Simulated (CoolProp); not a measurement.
Carbonyl sulfide along the isotherm 429.5 K: density (kg/m³) from the reference equation and from simpler models built on Tc = 378.8 K, pc = 6.369 MPa, ω = 0.098; each cubic takes its own stable root.

The numbers come from the reference Helmholtz-energy equation of state, Lemmon 2006 in CoolProp. It is a short technical equation, of lower accuracy than the large ones.

| p (MPa) | phase | reference | ideal gas | van der Waals | Redlich-Kwong | Soave-Redlich-Kwong | Peng-Robinson |
|---|---|---|---|---|---|---|---|
| 0.0302 | gas | 0.5086 | 0.5080 | 0.5086 | 0.5086 | 0.5086 | 0.5087 |
| 0.047 | gas | 0.7920 | 0.7907 | 0.7919 | 0.7920 | 0.7920 | 0.7922 |
| 0.0732 | gas | 1.235 | 1.231 | 1.235 | 1.235 | 1.235 | 1.235 |
| 0.114 | gas | 1.926 | 1.918 | 1.925 | 1.926 | 1.926 | 1.927 |
| 0.178 | gas | 3.014 | 2.994 | 3.013 | 3.014 | 3.014 | 3.017 |
| 0.276 | gas | 4.689 | 4.643 | 4.688 | 4.691 | 4.690 | 4.697 |
| 0.431 | gas | 7.364 | 7.251 | 7.360 | 7.369 | 7.366 | 7.383 |
| 0.67 | gas | 11.55 | 11.27 | 11.54 | 11.56 | 11.55 | 11.59 |
| 1.04 | gas | 18.18 | 17.50 | 18.16 | 18.21 | (withheld) | (withheld) |
| 1.63 | gas | 29.17 | (withheld) | 29.12 | 29.24 | 29.18 | 29.44 |
| 2.53 | gas | 47.03 | (withheld) | 46.92 | (withheld) | 47.04 | 47.71 |
| 3.94 | gas | (withheld) | 66.28 | 78.15 | 78.69 | 78.19 | 79.98 |
| 6.14 | gas | (withheld) | 103.3 | 139.5 | 139.4 | 137.5 | 142.6 |
| 9.55 | supercritical | (withheld) | 160.7 | 309.1 | 283.9 | 272.1 | 288.1 |

What belongs in the gaps?


- 1.04, Soave-Redlich-Kwong: 18.19
- 1.04, Peng-Robinson: 18.29
- 1.63, ideal gas: 27.42
- 2.53, ideal gas: 42.56
- 2.53, Redlich-Kwong: 47.20
- 3.94, reference: 78.31
- 6.14, reference: 138.6
- 9.55, reference: 284.4
